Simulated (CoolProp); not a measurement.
Saturation properties of n-perfluoropentane.

The numbers come from the reference Helmholtz-energy equation of state, Gao 2022 in CoolProp.

| T (K) | p (MPa) | liquid density (kg/m³) | vapour density (kg/m³) |
|---|---|---|---|
| 308.1 | 0.1241 | 1571 | 14.92 |
| 317.7 | 0.1716 | 1538 | 20.39 |
| 327.3 | 0.2320 | 1503 | 27.38 |
| 336.9 | 0.3076 | 1465 | 36.20 |
| 346.5 | ? | 1426 | 47.29 |
| 356.1 | 0.5132 | 1383 | 61.22 |
| 365.7 | 0.6484 | 1337 | 78.76 |
| 375.3 | ? | 1286 | ? |

### Question
Some entries are withheld; supply them.

### Answer

- 346.5, p (MPa): 0.4005
- 375.3, p (MPa): 0.8091
- 375.3, vapour density (kg/m³): 101.1

It boils at 302.5 K under 1 atm.
